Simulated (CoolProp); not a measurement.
Propane at 298.15 K and 15.6 MPa is throttled through a valve to 5.52 MPa with no heat exchange. Each further row changes one setting.

Computed with CoolProp (reference Helmholtz-energy equation of state, Lemmon 2009).

```json
[
 {"case": "as stated", "temperature change (K)": "+2.1", "final density (kg/m³)": "502"},
 {"case": "outlet pressure 1.66 MPa", "temperature change (K)": "+2.3", "final density (kg/m³)": "491"},
 {"case": "outlet pressure 7.18 MPa", "temperature change (K)": "+1.8", "final density (kg/m³)": "506"}
]
```
